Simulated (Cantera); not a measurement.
Gas mixture: NO : N2O : O2 = 0.22 : 0.85 : 0.91 (molar parts), at 2.40 bar, frozen composition.

Cantera's kinetic-theory transport with the Lennard-Jones parameters of GRI-Mech 3.0, ideal gas; thermal conductivity in the mixture-averaged form. The composition is frozen, though it would react at the higher temperatures.

D: mixture-averaged diffusion coefficient of that species in the mixture.

| T (K) | ρ (kg/m³) | cp (J/kg/K) | μ (µPa s) | λ (mW/m/K) | Pr | D (cm²/s) CH3 | D (cm²/s) H2 | D (cm²/s) OH |
|---|---|---|---|---|---|---|---|---|
| 400 | 2.67 | 961.3 | 22.2 | 29.8 | 0.717 | 0.142 | 0.506 | 0.199 |
| 500 | 2.13 | 1012 | 26.5 | 37.3 | 0.719 | 0.210 | 0.738 | 0.293 |
| 600 | 1.78 | 1057 | 30.4 | 44.5 | 0.721 | 0.289 | 1.00 | 0.400 |
| 700 | 1.52 | 1095 | … | … | 0.723 | … | … | … |
| 800 | 1.33 | 1128 | 37.3 | 58.1 | 0.725 | 0.473 | 1.62 | 0.650 |
| 900 | 1.18 | 1156 | 40.5 | 64.4 | 0.726 | 0.578 | 1.98 | 0.792 |
| 1000 | 1.07 | 1178 | 43.5 | 70.6 | 0.727 | 0.691 | 2.35 | 0.945 |
| 1100 | 0.969 | 1195 | 46.5 | 76.5 | 0.726 | 0.811 | 2.76 | 1.11 |
| 1200 | 0.888 | 1210 | 49.3 | 82.2 | 0.725 | … | … | … |

Question: Complete the blanks.

Answer: 
- 700, μ (µPa s): 34.0
- 700, λ (mW/m/K): 51.4
- 700, D (cm²/s) CH3: 0.377
- 700, D (cm²/s) H2: 1.30
- 700, D (cm²/s) OH: 0.519
- 1200, D (cm²/s) CH3: 0.939
- 1200, D (cm²/s) H2: 3.19
- 1200, D (cm²/s) OH: 1.28
